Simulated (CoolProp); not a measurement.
Vapour pressure (bar) of sulfur dioxide: the reference equation beside estimates from Tc = 430.6 K, pc = 78.87 bar, ω = 0.256.

Model: reference Helmholtz-energy equation of state, Gao 2016, in CoolProp.

| T (K) | reference | Lee-Kesler | Peng-Robinson |
|---|---|---|---|
| 284.5 | 2.422 | 2.409 | 2.422 |
| 295.8 | 3.622 | 3.617 | 3.612 |
| 307.1 | 5.238 | 5.245 | 5.213 |
| 318.4 | 7.354 | 7.376 | 7.314 |
| 329.8 | 10.09 | 10.13 | 10.03 |
| 341.1 | 13.49 | 13.54 | 13.43 |
| 352.4 | 17.68 | 17.74 | 17.62 |
| 363.7 | 22.77 | 22.82 | 22.73 |
| 375 | 28.88 | 28.91 | 28.88 |
| 386.3 | 36.12 | 36.13 | 36.19 |

Absolute difference from the reference over all 10 rows, mean and median: Lee-Kesler 0.3 and 0.3 %, Peng-Robinson 0.3 and 0.3 %.
